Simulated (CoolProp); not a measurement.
Oxygen along the isobar 52.5 bar: Z from the reference equation and from simpler models built on Tc = 154.6 K, pc = 50.46 bar, ω = 0.022; each cubic takes its own stable root.

Model: reference Helmholtz-energy equation of state, Schmidt 1985, in CoolProp. Above 300 K oxygen's equation is extrapolated.

```
T (K)          phase  reference
-----  -------------  ---------
71.8          liquid     0.2276
110.5         liquid     0.1742
149.3         liquid     0.1834
188    supercritical     0.7901
226.7  supercritical     0.8987
265.4  supercritical     0.9473
304.1  supercritical     0.9733
342.8  supercritical     0.9885
```

**Question.** How far does each simpler model (van der Waals, Redlich-Kwong, Peng-Robinson) lie from the reference over these 8 states: mean and median of the absolute difference, and the worst?

**Answer.** 
- van der Waals: mean 17.6 %, median 2.0 %, worst +45.5 % at 71.8 K and 52.5 bar
- Redlich-Kwong: mean 2.1 %, median 0.4 %, worst +12.6 % at 149.3 K and 52.5 bar
- Peng-Robinson: mean 3.9 %, median 1.8 %, worst -11.2 % at 71.8 K and 52.5 bar
